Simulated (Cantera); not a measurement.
## Adiabatic ignition

An adiabatic, constant-volume homogeneous reactor starts with CH4 : O2 : N2 = 1 : 2.08 : 7.83 (molar parts), equivalence ratio 0.96, at 1098 K and 2200000 Pa.

Model: GRI-Mech 3.0 (53 species, 325 reactions), integrated in Cantera. The pressure lies above the range GRI-Mech 3.0 was tuned for (to about 10 atm).

| t (s) | T (K) | P (bar) | x CH4 | x O2 | x NO | x CH2O | x C2H2 | x CH2 |
|---|---|---|---|---|---|---|---|---|
| 5.00e-6 | 1098 | 22.0 | 0.0917 | 0.191 | <1e-12 | 2.99e-10 | <1e-12 | <1e-12 |
| 1.14e-5 | 1098 | 22.0 | 0.0917 | 0.191 | <1e-12 | 1.59e-9 | <1e-12 | <1e-12 |
| 2.60e-5 | 1098 | 22.0 | 0.0917 | 0.191 | <1e-12 | 8.67e-9 | <1e-12 | <1e-12 |
| 5.95e-5 | 1098 | 22.0 | 0.0917 | 0.191 | <1e-12 | 5.04e-8 | <1e-12 | <1e-12 |
| 0.000136 | 1098 | 22.0 | 0.0917 | 0.191 | <1e-12 | 3.28e-7 | <1e-12 | <1e-12 |
| 0.000310 | 1098 | 22.0 | 0.0917 | 0.191 | <1e-12 | 2.29e-6 | <1e-12 | <1e-12 |
| 0.000707 | 1098 | 22.0 | 0.0916 | 0.191 | <1e-12 | 1.16e-5 | <1e-12 | <1e-12 |
| 0.00161 | 1098 | 22.0 | 0.0916 | 0.191 | <1e-12 | 4.35e-5 | 6.40e-12 | <1e-12 |
| 0.00368 | 1101 | 22.1 | 0.0913 | 0.190 | <1e-12 | 0.000194 | 1.88e-10 | <1e-12 |
| 0.00841 | 2988 | 61.1 | <1e-12 | 0.0136 | 0.0113 | 4.49e-9 | <1e-12 | <1e-12 |
| 0.0192 | 2988 | 61.1 | <1e-12 | 0.0136 | 0.0113 | 4.49e-9 | <1e-12 | <1e-12 |
| 0.0438 | 2988 | 61.1 | <1e-12 | 0.0136 | 0.0113 | 4.49e-9 | <1e-12 | <1e-12 |
| 0.100 | 2988 | 61.1 | <1e-12 | 0.0136 | 0.0113 | 4.49e-9 | <1e-12 | <1e-12 |
x: mole fraction; the columns are a selection and need not sum to one.

* **time of steepest temperature rise**: 7.13 ms
* **temperature at 0.100 s**: 2988 K
* **equilibrium temperature**: 2988 K
* **x(CH4) at 0.100 s**: <1e-12 (gas-phase equilibrium <1e-12)
* **x(O2) at 0.100 s**: 0.0136 (gas-phase equilibrium 0.0136)
* **x(NO) at 0.100 s**: 0.0113 (gas-phase equilibrium 0.0113)
